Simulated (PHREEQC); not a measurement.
Dissolve 7.1 mmol/kgw CO2, 0.82 mmol/kgw Na2SO4 and 90 mmol/kgw NaBF4 at 20 °C. Closed to the air; pH follows from the charge balance.

All values are PHREEQC results (ion-association model, phreeqc.dat), not measurements.

Each row changes one thing in this solution. This is a speciation only: nothing precipitates in the calculation.

```
case                                           pH  ionic strength (mol/kgw)  BF4- (mol/kgw)  HF (mol/kgw)  BF3OH- (mol/kgw)  F- (mol/kgw)
-------------------------------------------  ----  ------------------------  --------------  ------------  ----------------  ------------
as made                                      2.72                    0.0944          0.0840       0.00651           0.00421       0.00329
0.093 mol/kgw NH4BF4 added                   2.63                     0.188           0.174       0.00823           0.00674       0.00372
diluted 10-fold with water                   2.94                    0.0105         0.00693       0.00325          0.000711       0.00232
0.0025 mol/kgw HF added                      2.67                    0.0947          0.0848       0.00723           0.00382       0.00327
Na2SO4 left out                              2.71                    0.0922          0.0840       0.00653           0.00420       0.00326
NaBF4 replaced by HBF4 at the same molality  1.14                    0.0887          0.0850        0.0130           0.00214      0.000173
Na2SO4 from 0.00082 to 0.0041 mol/kgw        2.73                     0.103          0.0839       0.00643           0.00425       0.00340
```

Real BF4- forms and hydrolyses slowly; the run takes it at equilibrium.
